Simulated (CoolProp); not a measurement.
Vapour-liquid equilibrium of R125 (1) + R143a (2) at -54.15 °C; x and y are mole fractions of (1).

The numbers come from the multi-fluid Helmholtz-energy mixture model, Lemmon 2005 and Lemmon and Jacobsen 2000; pair parameters Lemmon 2004 in CoolProp.

```json
[
 {"x": "0.05", "bubble pressure, mixture model (bar)": "0.7168", "bubble pressure, Raoult's law (bar)": "0.7228", "y, mixture model": "0.044", "y, Raoult's law": "0.052"},
 {"x": "0.125", "bubble pressure, mixture model (bar)": "0.7106", "bubble pressure, Raoult's law (bar)": "0.7245", "y, mixture model": "0.114", "y, Raoult's law": "0.129"},
 {"x": "0.2", "bubble pressure, mixture model (bar)": "0.7056", "bubble pressure, Raoult's law (bar)": "0.7263", "y, mixture model": "0.188", "y, Raoult's law": "0.205"},
 {"x": "0.275", "bubble pressure, mixture model (bar)": "0.7020", "bubble pressure, Raoult's law (bar)": "0.7281", "y, mixture model": "0.265", "y, Raoult's law": "0.281"},
 {"x": "0.35", "bubble pressure, mixture model (bar)": "0.6998", "bubble pressure, Raoult's law (bar)": "0.7299", "y, mixture model": "0.345", "y, Raoult's law": "0.357"},
 {"x": "0.425", "bubble pressure, mixture model (bar)": "0.6992", "bubble pressure, Raoult's law (bar)": "0.7316", "y, mixture model": "0.426", "y, Raoult's law": "0.433"},
 {"x": "0.5", "bubble pressure, mixture model (bar)": "0.7002", "bubble pressure, Raoult's law (bar)": "0.7334", "y, mixture model": "0.507", "y, Raoult's law": "0.508"},
 {"x": "0.575", "bubble pressure, mixture model (bar)": "0.7027", "bubble pressure, Raoult's law (bar)": "0.7352", "y, mixture model": "0.589", "y, Raoult's law": "0.583"},
 {"x": "0.65", "bubble pressure, mixture model (bar)": "0.7069", "bubble pressure, Raoult's law (bar)": "0.7369", "y, mixture model": "0.669", "y, Raoult's law": "0.657"},
 {"x": "0.725", "bubble pressure, mixture model (bar)": "0.7126", "bubble pressure, Raoult's law (bar)": "0.7387", "y, mixture model": "0.747", "y, Raoult's law": "0.731"},
 {"x": "0.8", "bubble pressure, mixture model (bar)": "0.7198", "bubble pressure, Raoult's law (bar)": "0.7405", "y, mixture model": "0.821", "y, Raoult's law": "0.805"},
 {"x": "0.875", "bubble pressure, mixture model (bar)": "0.7283", "bubble pressure, Raoult's law (bar)": "0.7423", "y, mixture model": "0.892", "y, Raoult's law": "0.878"},
 {"x": "0.95", "bubble pressure, mixture model (bar)": "0.7381", "bubble pressure, Raoult's law (bar)": "0.7440", "y, mixture model": "0.958", "y, Raoult's law": "0.952"}
]
```

The largest gap from Raoult's law is -4.5 % in bubble pressure, at x = 0.5. y crosses x between x = 0.35 and 0.425: the model has an azeotrope there.

The pair parameters rest on a limited set of measurements; away from them the model extrapolates.
